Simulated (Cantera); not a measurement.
A perfectly stirred reactor is fed with CH4 : O2 : N2 : CO2 = 1 : 2.15 : 8.09 : 0.48 (molar parts), equivalence ratio 0.93, at 1700000 Pa; it is adiabatic with a 448 K inlet, and is followed from long to short residence time, starting on the burning branch (τ in s: 0.031, 0.01, 0.0035, 0.0012, 0.00039, 0.00013, 4.4e-05, 1.5e-05, 4.9e-06).

Detailed kinetics in Cantera: GRI-Mech 3.0 (53 species, 325 reactions). The pressure lies above the range GRI-Mech 3.0 was tuned for (to about 10 atm).

**Question.** Predict: blow-out, bracketed by the residence times tried; x(CH4) at τ = 31.0 ms; x(O2) at τ = 31.0 ms; x(CO2) at τ = 31.0 ms; x(H2) at τ = 31.0 ms; x(CH4) at τ = 0.390 ms; x(O2) at τ = 0.390 ms; x(CO2) at τ = 0.390 ms; x(C2H2) at τ = 0.390 ms; x(H2) at τ = 0.390 ms.

**Answer.** 
```
Item                                                                          Result
------------------------------------------------  ----------------------------------
blow-out, bracketed by the residence times tried  burning at 44.0 µs, out at 15.0 µs
x(CH4) at τ = 31.0 ms                                                        2.12e-6
x(O2) at τ = 31.0 ms                                                          0.0130
x(CO2) at τ = 31.0 ms                                                          0.124
x(H2) at τ = 31.0 ms                                                        0.000464
x(CH4) at τ = 0.390 ms                                                       9.36e-5
x(O2) at τ = 0.390 ms                                                         0.0168
x(CO2) at τ = 0.390 ms                                                         0.118
x(C2H2) at τ = 0.390 ms                                                      3.66e-7
x(H2) at τ = 0.390 ms                                                        0.00167
```
